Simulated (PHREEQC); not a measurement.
2.5 g of hydrous ferric oxide (600 m²/g; 0.2 weak and 0.005 strong sites per Fe, Dzombak-Morel constants, diffuse double layer) in 1 kg of water with 0.005 mol/kgw of an inert sodium salt, at 25 °C; the pH is set by adding NaOH or the inert anion's acid. Oxygen is held at 0.21 atm. CO2 from the air is kept out. No solid was allowed to form.

Computed with PHREEQC (ion-association model, wateq4f.dat).

**Question.** Predict surface charge σ (C/m²), surface potential ψ (mV) at pH = 3.5, 4.5, 6.5, 7.5.

**Answer.** 
```csv
pH,surface charge σ (C/m²),surface potential ψ (mV)
3.5,0.258,202
4.5,0.139,175
6.5,0.023,88
7.5,0.006,34
```

The oxide is taken as insoluble; below pH 4 it would dissolve.
